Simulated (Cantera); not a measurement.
A perfectly stirred reactor is fed with CO : H2 : O2 : N2 : CO2 = 1 : 0.22 : 1.2 : 4.5 : 0.96 (molar parts), equivalence ratio 0.51, at 900 Torr; it is adiabatic with a 675 K inlet, and is followed from long to short residence time, starting on the burning branch (τ in s: 0.35, 0.16, 0.074, 0.034, 0.016, 0.0072, 0.0033, 0.0015, 0.00069, 0.00032, 0.00015, 6.7e-05, 3.1e-05).

Computed with Cantera and GRI-Mech 3.0 (53 species, 325 reactions).

Question: What does this change do: inlet temperature 675 to 325 K?

Answer: 
```
quantity                                                                        before                                after
------------------------------------------------  ------------------------------------  -----------------------------------
blow-out, bracketed by the residence times tried  burning at 0.320 ms, out at 0.150 ms  burning at 1.50 ms, out at 0.690 ms
x(CO) at τ = 0.350 s                                                           0.00119                             0.000777
x(H2) at τ = 0.350 s                                                           3.18e-5                              2.35e-5
x(O2) at τ = 0.350 s                                                            0.0814                               0.0814
x(O) at τ = 0.350 s                                                           0.000179                              9.73e-5
x(OH) at τ = 0.350 s                                                          0.000688                             0.000324
x(CO) at τ = 3.30 ms                                                            0.0168                               0.0160
x(H2) at τ = 3.30 ms                                                          0.000463                             0.000456
x(O2) at τ = 3.30 ms                                                            0.0871                               0.0877
x(O) at τ = 3.30 ms                                                            0.00272                              0.00152
x(OH) at τ = 3.30 ms                                                           0.00212                             0.000935
```
